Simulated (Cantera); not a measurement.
Charge: 1 mol FeCl3, 33 mol H2, 47 mol N2, at 1.00 bar.

Equilibrium computed with Cantera from the NASA thermochemical tables; the gas is ideal and each condensed phase is pure. Candidate condensed phases: Fe, FeCl2, FeCl3, NH4Cl; 18 gas species. The numbers say what is thermodynamically allowed, not how fast it happens.

Problem. What share of the Fe ends up in condensed phases as a function of T (K), at 823, 923, 1023, 1123, 1223, 1323, 1423, 1523, 1623, 1723, 1823, 1923?

Solution. 
```csv
T (K),Fe condensed (%),as
823,98.1,Fe(α)
923,96.7,Fe(α)
1023,94.7,Fe(α)
1123,92.5,Fe(α)
1223,90.0,Fe(γ)
1323,87.5,Fe(γ)
1423,85.1,Fe(γ)
1523,82.6,Fe(γ)
1623,80.3,Fe(γ)
1723,78.2,Fe(δ)
1823,76.1,Fe(l)
1923,74.4,Fe(l)
```
